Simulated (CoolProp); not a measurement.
Saturation properties of propane (Tc = 369.9 K, pc = 42.51 bar, ω = 0.152).

The numbers come from the reference Helmholtz-energy equation of state, Lemmon 2009 in CoolProp.

| T (K) | p (bar) | liquid density (kg/m³) | vapour density (kg/m³) | vapour viscosity (µPa s) | liquid conductivity (mW/(m K)) |
|---|---|---|---|---|---|
| 212.9 | 0.4213 | 601.4 | 1.071 | … | 140 |
| 231.8 | … | 580.0 | 2.493 | 6.33 | 129 |
| 250.7 | 2.237 | 557.5 | 5.062 | 6.82 | 118 |
| 269.6 | 4.251 | 533.4 | 9.311 | 7.34 | 108 |
| 288.5 | 7.385 | 507.0 | 15.96 | … | 98.5 |
| 307.4 | 11.96 | 477.4 | 26.12 | 8.64 | 89.6 |
| 326.3 | 18.34 | 442.6 | 41.75 | … | … |
| 345.2 | 26.92 | 398.0 | … | 11.1 | 73.5 |
| 364.1 | … | … | 124.0 | 14.6 | 67.2 |

**Question.** Some entries are withheld; supply them.

**Answer.** 
- 212.9, vapour viscosity (µPa s): 5.84
- 231.8, p (bar): 1.048
- 288.5, vapour viscosity (µPa s): 7.93
- 326.3, vapour viscosity (µPa s): 9.58
- 326.3, liquid conductivity (mW/(m K)): 81.4
- 345.2, vapour density (kg/m³): 67.50
- 364.1, p (bar): 38.29
- 364.1, liquid density (kg/m³): 322.9

It boils at 231.0 K under 1 atm.

Viscosity comes from a separate model (Vogel 1998). Thermal conductivity comes from a separate model (Marsh 2002).
